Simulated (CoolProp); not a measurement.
Vapour-liquid equilibrium of C3F8 (R218) (1) + c-C4F8 (RC318) (2) at 271.9 K; x and y are mole fractions of (1).

Values from CoolProp's multi-fluid Helmholtz-energy mixture model, Lemmon 2006 and Platzer 1990; pair parameters Bell 2016. This equation is an older, rougher fit; its heat capacities, sound speeds and derivatives of the liquid may be far off and weren't checked against measurements.

```csv
x,"bubble pressure, mixture model (bar)","bubble pressure, Raoult's law (bar)","y, mixture model","y, Raoult's law"
0.05,1.265,1.365,0.079,0.146
0.2,1.460,1.778,0.341,0.448
0.35,1.781,2.190,0.578,0.636
0.5,2.211,2.603,0.752,0.764
0.65,2.715,3.016,0.867,0.858
0.8,3.253,3.429,0.940,0.928
0.95,3.798,3.842,0.988,0.984
```

The largest gap from Raoult's law is -18.7 % in bubble pressure, at x = 0.35. No azeotrope shows between x = 0.05 and 0.95.

The pair parameters rest on a limited set of measurements; away from them the model extrapolates.
